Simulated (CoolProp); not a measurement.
Vapour-liquid equilibrium of hydrogen sulfide (1) + toluene (2) at 379 kPa; x and y are mole fractions of (1).

Values from CoolProp's multi-fluid Helmholtz-energy mixture model, Lemmon 2006 and Lemmon 2006; pair parameters Bell 2016.

Question: Give the bubble temperature and the first vapour's composition at x = 0.25, 0.45, 0.75. Is there an azeotrope?

Answer: x = 0.25: 18.6 °C, y = 0.993; x = 0.45: -2.5 °C, y = 0.999; x = 0.75: -20.8 °C, y = 1.000. No azeotrope shows between x = 0.05 and 0.95.

The pair parameters rest on a limited set of measurements; away from them the model extrapolates.
